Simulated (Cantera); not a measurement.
A perfectly stirred reactor is fed with NO : N₂ = 1 : 0.11 (molar parts), at 100.0 Torr; it is held at 1625 K, and followed from long to short residence time.

Computed with Cantera and GRI-Mech 3.0 (53 species, 325 reactions).

Q: What does this change do: pressure from 100.0 Torr to 825 Torr?

A: 
```
quantity                 before     after
---------------------  --------  --------
x(NO) at τ = 29.0 s       0.724     0.417
x(O₂) at τ = 29.0 s      0.0879     0.241
x(N₂) at τ = 29.0 s       0.187     0.341
x(N₂O) at τ = 29.0 s   0.000175   6.27e-5
x(NO₂) at τ = 29.0 s   0.000639   0.00176
x(NO) at τ = 38.0 ms      0.901     0.898
x(O₂) at τ = 38.0 ms    6.25e-5  0.000975
x(N₂) at τ = 38.0 ms     0.0992     0.100
x(N₂O) at τ = 38.0 ms  0.000106  0.000248
x(NO₂) at τ = 38.0 ms  0.000105  0.000560
```
